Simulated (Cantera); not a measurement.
An adiabatic, constant-volume homogeneous reactor starts with CH3OH : O2 : N2 : CO2 = 1 : 2.38 : 8.95 : 0.59 (molar parts), at 1098 K and 203 Torr.

Detailed kinetics in Cantera: GRI-Mech 3.0 (53 species, 325 reactions). GRI-Mech 3.0 was tuned for natural gas; its chemistry of methanol as a main component is partial and can be far from experiment.

Predict: time of steepest temperature rise; temperature at 2.00 s; equilibrium temperature; x(O2) at 2.00 s; x(CO2) at 2.00 s; x(H2) at 2.00 s; x(NO) at 2.00 s.


```
Item                                                                Result
---------------------------------  ---------------------------------------
time of steepest temperature rise                                  0.214 s
temperature at 2.00 s                                               2425 K
equilibrium temperature                                             2425 K
x(O2) at 2.00 s                      0.0634 (gas-phase equilibrium 0.0634)
x(CO2) at 2.00 s                       0.104 (gas-phase equilibrium 0.104)
x(H2) at 2.00 s                    0.00284 (gas-phase equilibrium 0.00284)
x(NO) at 2.00 s                      0.0101 (gas-phase equilibrium 0.0101)
```
